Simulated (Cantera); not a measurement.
Cantera run:

```python
import numpy as np
import cantera as ct

gas_names = """
    Br Br2 H HBr HO2 H2 H2O H2O2 Mg MgBr MgBr2 MgH MgO MgOH MgO2H2 Mg2 O OH O2 O3
""".split()
cond_names = """
    Br2(cr) Br2(L) H2O(s) H2O(L) Mg(cr) Mg(L) MgBr2(s) MgBr2(L) MgO(s) MgO(L) MgO2H2(s)
""".split()


def load(file, names, dense=False):
    # The tables refer to 1 bar. Condensed volumes are neglected.
    table = {s.name: s for s in ct.Species.list_from_file(file)}
    out = []
    for n in names:
        d = dict(table[n].input_data)
        d["thermo"] = dict(d["thermo"], **{"reference-pressure": 1e5})
        if dense:
            d["equation-of-state"] = {"model": "constant-volume", "density": "1e6 g/cm^3"}
        out.append(ct.Species.from_dict(d))
    return out


gas = ct.Solution(thermo="ideal-gas", species=load("nasa_gas.yaml", gas_names))
cond = {s.name: ct.Solution(thermo="fixed-stoichiometry", species=[s], name=s.name)
        for s in load("nasa_condensed.yaml", cond_names, dense=True)}
atoms = {
    'MgO': {'Mg': 1, 'O': 1},
    'Br2': {'Br': 2},
    'H2': {'H': 2},
}
top_T = {}  # K; cautious upper limits of use, not melting points


def equilibrate(T, P, feed):
    n = {}
    for name, mol in feed.items():
        for a, k in atoms[name].items():
            n[a] = n.get(a, 0.0) + k * mol
    gas.TPX = T, P, n
    mass = sum(n.values()) * gas.mean_molecular_weight
    gas.equilibrate("TP")
    valid = [c for c in cond.values() if c.min_temp <= T <= top_T.get(c.name, c.max_temp)]
    mix = ct.Mixture([(gas, mass / gas.mean_molecular_weight)] + [(c, 0.0) for c in valid])
    mix.T, mix.P = T, P
    mix.equilibrate("TP", solver="vcs", rtol=1e-11, max_steps=5000)
    return mix


results = []
T = 900  # K
P = 3200  # Pa
for m in [0.1, 0.15, 0.21, 0.31, 0.45, 0.64, 0.93, 1.3, 1.9, 2.8, 4, 5.8, 8.3]:
    feed = {'MgO': 1, 'Br2': 0.91, 'H2': m}  # mol
    mix = equilibrate(T, P, feed)
    results.append((T, P, feed, dict(zip(mix.species_names, mix.species_moles))))
    x = sorted(zip(gas.X, gas.species_names), reverse=True)
    print(f"T = {T:g} K  P = {P:g} Pa  n(H2) = {m:g} mol  gas = {mix.phase_moles(0):.4g} mol")
    print("   x: " + "  ".join(f"{s} {v:.3e}" for v, s in x if v > 1e-05))
    print("   condensed (mol): " + ("  ".join(f"{mix.phase(i).name} {mix.phase_moles(i):.4g}"
          for i in range(1, mix.n_phases) if mix.phase_moles(i) > 1e-12) or "none"))
```

It prints:

```
T = 900 K  P = 3200 Pa  n(H2) = 0.1 mol  gas = 1.014 mol
   x: Br2 7.950e-01  HBr 1.943e-01  Br 7.724e-03  MgBr2 1.460e-03  H2O 1.460e-03
   condensed (mol): MgO(s) 0.9985
T = 900 K  P = 3200 Pa  n(H2) = 0.15 mol  gas = 1.064 mol
   x: Br2 7.107e-01  HBr 2.778e-01  Br 7.303e-03  MgBr2 2.087e-03  H2O 2.087e-03
   condensed (mol): MgO(s) 0.9978
T = 900 K  P = 3200 Pa  n(H2) = 0.21 mol  gas = 1.124 mol
   x: Br2 6.195e-01  HBr 3.682e-01  Br 6.818e-03  MgBr2 2.766e-03  H2O 2.766e-03
   condensed (mol): MgO(s) 0.9969
T = 900 K  P = 3200 Pa  n(H2) = 0.31 mol  gas = 1.224 mol
   x: HBr 4.992e-01  Br2 4.873e-01  Br 6.047e-03  MgBr2 3.749e-03  H2O 3.749e-03
   condensed (mol): MgO(s) 0.9954
T = 900 K  P = 3200 Pa  n(H2) = 0.45 mol  gas = 1.363 mol
   x: HBr 6.503e-01  Br2 3.349e-01  Br 5.013e-03  MgBr2 4.885e-03  H2O 4.885e-03
   condensed (mol): MgO(s) 0.9933
T = 900 K  P = 3200 Pa  n(H2) = 0.64 mol  gas = 1.553 mol
   x: HBr 8.121e-01  Br2 1.721e-01  MgBr2 6.100e-03  H2O 6.100e-03  Br 3.594e-03
   condensed (mol): MgO(s) 0.9905
T = 900 K  P = 3200 Pa  n(H2) = 0.93 mol  gas = 1.839 mol
   x: HBr 9.744e-01  H2 1.090e-02  H2O 7.621e-03  MgBr2 7.030e-03  Br 2.640e-05
   condensed (mol): MgBr2(s) 0.001087  MgO(s) 0.986
T = 900 K  P = 3200 Pa  n(H2) = 1.3 mol  gas = 2.21 mol
   x: HBr 8.113e-01  H2 1.765e-01  H2O 6.094e-03  MgBr2 6.094e-03
   condensed (mol): MgO(s) 0.9865
T = 900 K  P = 3200 Pa  n(H2) = 1.9 mol  gas = 2.81 mol
   x: HBr 6.381e-01  H2 3.523e-01  H2O 4.793e-03  MgBr2 4.793e-03
   condensed (mol): MgO(s) 0.9865
T = 900 K  P = 3200 Pa  n(H2) = 2.8 mol  gas = 3.71 mol
   x: H2 5.094e-01  HBr 4.833e-01  H2O 3.630e-03  MgBr2 3.630e-03
   condensed (mol): MgO(s) 0.9865
T = 900 K  P = 3200 Pa  n(H2) = 4 mol  gas = 4.91 mol
   x: H2 6.293e-01  HBr 3.652e-01  H2O 2.743e-03  MgBr2 2.743e-03
   condensed (mol): MgO(s) 0.9865
T = 900 K  P = 3200 Pa  n(H2) = 5.8 mol  gas = 6.71 mol
   x: H2 7.288e-01  HBr 2.672e-01  H2O 2.007e-03  MgBr2 2.007e-03
   condensed (mol): MgO(s) 0.9865
T = 900 K  P = 3200 Pa  n(H2) = 8.3 mol  gas = 9.21 mol
   x: H2 8.024e-01  HBr 1.947e-01  H2O 1.462e-03  MgBr2 1.462e-03
   condensed (mol): MgO(s) 0.9865
```

Equilibrium computed with Cantera from the NASA thermochemical tables; the gas is ideal and each condensed phase is pure.
